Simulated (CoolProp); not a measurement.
Properties of carbonyl sulfide along the isobar 26.6 MPa.

Computed with CoolProp (reference Helmholtz-energy equation of state, Lemmon 2006). It is a short technical equation, of lower accuracy than the large ones.

```
T (°C)           phase  cp (kJ/(kg K))  Joule-Thomson coefficient (K/MPa)  fugacity coefficient
-------  -------------  --------------  ---------------------------------  --------------------
-114.65         liquid           1.173                            -0.5041             0.0001157
-90.25          liquid           1.144                            -0.5073             0.0008460
-65.95          liquid           1.138                            -0.4955              0.003609
-41.55          liquid           1.145                            -0.4705               0.01086
-17.15          liquid           1.161                            -0.4329               0.02551
7.25            liquid           1.184                            -0.3811               0.05010
31.65           liquid           1.214                            -0.3121               0.08605
56.05           liquid           1.248                            -0.2207                0.1334
80.45           liquid           1.288                           -0.09959                0.1909
104.85          liquid           1.333                            0.06087                0.2562
129.15   supercritical           1.379                             0.2704                0.3261
153.55   supercritical           1.421                             0.5384                0.3979
177.95   supercritical           1.450                             0.8590                0.4685
202.35   supercritical           1.452                              1.201                0.5353
226.75   supercritical           1.424                              1.512                0.5967
```
